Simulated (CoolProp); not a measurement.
Benzene along the isobar 280 bar: density (kg/m³) from the reference equation and from simpler models built on Tc = 288.9 °C, pc = 49.06 bar, ω = 0.211; each cubic takes its own stable root.

Values from CoolProp's reference Helmholtz-energy equation of state, Thol 2012.

| T (°C) | phase | reference |
|---|---|---|
| 160.65 | liquid | 767.1 |
| 176.15 | liquid | 752.1 |
| 191.65 | liquid | 737.0 |
| 207.15 | liquid | 721.7 |
| 222.75 | liquid | 706.2 |
| 238.25 | liquid | 690.6 |
| 253.75 | liquid | 674.7 |
| 269.25 | liquid | 658.7 |
| 284.75 | liquid | 642.4 |
| 300.25 | supercritical | 625.9 |
| 315.85 | supercritical | 609.1 |
| 331.35 | supercritical | 592.2 |
| 346.85 | supercritical | 575.2 |

Q: How far does each simpler model (van der Waals, Redlich-Kwong, Soave-Redlich-Kwong, Peng-Robinson) lie from the reference over these 13 states: mean and median of the absolute difference, and the worst?

A: 
- van der Waals: mean 29.0 %, median 29.3 %, worst -33.0 % at 160.65 °C and 280 bar
- Redlich-Kwong: mean 7.0 %, median 7.1 %, worst -7.7 % at 160.65 °C and 280 bar
- Soave-Redlich-Kwong: mean 6.6 %, median 6.4 %, worst -7.6 % at 346.85 °C and 280 bar
- Peng-Robinson: mean 4.2 %, median 4.6 %, worst +5.3 % at 176.15 °C and 280 bar
